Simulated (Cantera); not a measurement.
Input: 1 mol B2O3, 6.6 mol H2, 0.72 mol N2, 6.4 mol H2O, at 1.40 mbar.

Method: chemical equilibrium by Gibbs-energy minimisation in Cantera with the NASA 1993 tables (ideal gas, pure condensed phases). Candidate condensed phases: B, BN, B2O3, B3O3H3, H2O; 39 gas species. Gases not in the tables: H3BO3. The numbers say what is thermodynamically allowed, not how fast it happens.

### Question
At 1375 K, list the 5 most abundant gas species with their mole fractions, and the condensed phases.

### Answer
H2 0.452, H2O 0.379, HBO2 0.118, N2 0.0493, B2O3 0.000939. Condensed: B2O3(l).
